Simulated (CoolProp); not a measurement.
Vapour-liquid equilibrium of fluoroethane (R161) (1) + R1234yf (2) at -36.45 °C; x and y are mole fractions of (1).

Model: multi-fluid Helmholtz-energy mixture model, Wu 2012 and Lemmon 2022; pair parameters Bell 2016, in CoolProp.

```json
[
 {"x": "0.05", "bubble pressure (bar)": "[?]", "y at the bubble point": "0.078", "dew pressure at overall composition x (bar)": "0.7522", "liquid density (mol/L)": "[?]"},
 {"x": "0.125", "bubble pressure (bar)": "0.7949", "y at the bubble point": "0.185", "dew pressure at overall composition x (bar)": "0.7755", "liquid density (mol/L)": "11.76"},
 {"x": "0.2", "bubble pressure (bar)": "0.8275", "y at the bubble point": "0.281", "dew pressure at overall composition x (bar)": "0.7999", "liquid density (mol/L)": "12.09"},
 {"x": "0.275", "bubble pressure (bar)": "0.8585", "y at the bubble point": "0.369", "dew pressure at overall composition x (bar)": "0.8253", "liquid density (mol/L)": "12.44"},
 {"x": "0.35", "bubble pressure (bar)": "0.8876", "y at the bubble point": "0.449", "dew pressure at overall composition x (bar)": "0.8517", "liquid density (mol/L)": "12.81"},
 {"x": "0.425", "bubble pressure (bar)": "[?]", "y at the bubble point": "0.522", "dew pressure at overall composition x (bar)": "0.8789", "liquid density (mol/L)": "13.19"},
 {"x": "0.5", "bubble pressure (bar)": "0.9404", "y at the bubble point": "0.591", "dew pressure at overall composition x (bar)": "0.9066", "liquid density (mol/L)": "13.60"},
 {"x": "0.575", "bubble pressure (bar)": "0.9641", "y at the bubble point": "0.656", "dew pressure at overall composition x (bar)": "0.9345", "liquid density (mol/L)": "14.03"},
 {"x": "0.65", "bubble pressure (bar)": "0.9861", "y at the bubble point": "[?]", "dew pressure at overall composition x (bar)": "0.9620", "liquid density (mol/L)": "[?]"},
 {"x": "0.725", "bubble pressure (bar)": "1.006", "y at the bubble point": "0.778", "dew pressure at overall composition x (bar)": "[?]", "liquid density (mol/L)": "14.96"},
 {"x": "0.8", "bubble pressure (bar)": "1.025", "y at the bubble point": "0.838", "dew pressure at overall composition x (bar)": "1.013", "liquid density (mol/L)": "15.47"},
 {"x": "0.875", "bubble pressure (bar)": "1.042", "y at the bubble point": "0.898", "dew pressure at overall composition x (bar)": "1.036", "liquid density (mol/L)": "16.01"},
 {"x": "0.95", "bubble pressure (bar)": "1.057", "y at the bubble point": "0.958", "dew pressure at overall composition x (bar)": "1.055", "liquid density (mol/L)": "16.58"}
]
```

Task: What belongs in the gaps?

Result: 
- 0.05, bubble pressure (bar): 0.7608
- 0.05, liquid density (mol/L): 11.45
- 0.425, bubble pressure (bar): 0.9149
- 0.65, y at the bubble point: 0.718
- 0.65, liquid density (mol/L): 14.48
- 0.725, dew pressure at overall composition x (bar): 0.9885

No azeotrope shows between x = 0.05 and 0.95.

The pair parameters rest on a limited set of measurements; away from them the model extrapolates.
